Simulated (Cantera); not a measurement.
A perfectly stirred reactor is fed with 1.31 % C3H8, 13.3 % O2, 85.4 % N2, at 2.86 atm; it is adiabatic with a 575 K inlet, and is followed from long to short residence time, starting on the burning branch (τ in s: 0.03, 0.017, 0.0096, 0.0054, 0.003, 0.0017, 0.00097, 0.00055, 0.00031, 0.00017, 9.9e-05, 5.6e-05, 3.1e-05).

Detailed kinetics in Cantera: GRI-Mech 3.0 (53 species, 325 reactions). GRI-Mech 3.0 was tuned for natural gas; its chemistry of propane as a main component is partial and can be far from experiment.

x: mole fraction; the columns are a selection and need not sum to one.

```tsv
τ (s)	T (K)	x C3H8	x O2	x O	x CH2O	x CO
0.030	1340	1.34e-5	0.0680	2.35e-5	(withheld)	0.00144
0.017	1331	2.15e-5	0.0685	3.07e-5	(withheld)	0.00234
0.0096	1312	3.89e-5	0.0697	3.53e-5	(withheld)	0.00419
0.0054	575	0.0131	0.133	<1e-12	<1e-12	<1e-12
0.0030	575	0.0131	0.133	<1e-12	<1e-12	<1e-12
0.0017	575	0.0131	0.133	<1e-12	<1e-12	<1e-12
0.00097	575	0.0131	0.133	<1e-12	<1e-12	<1e-12
0.00055	575	0.0131	0.133	<1e-12	<1e-12	<1e-12
0.00031	575	0.0131	0.133	<1e-12	<1e-12	<1e-12
0.00017	575	0.0131	0.133	<1e-12	<1e-12	<1e-12
9.9e-5	575	0.0131	0.133	<1e-12	<1e-12	<1e-12
5.6e-5	575	0.0131	0.133	<1e-12	<1e-12	<1e-12
3.1e-5	575	0.0131	0.133	<1e-12	<1e-12	<1e-12
```

Complete the blanks.


- 0.030, x CH2O: 6.59e-6
- 0.017, x CH2O: 1.11e-5
- 0.0096, x CH2O: 2.14e-5
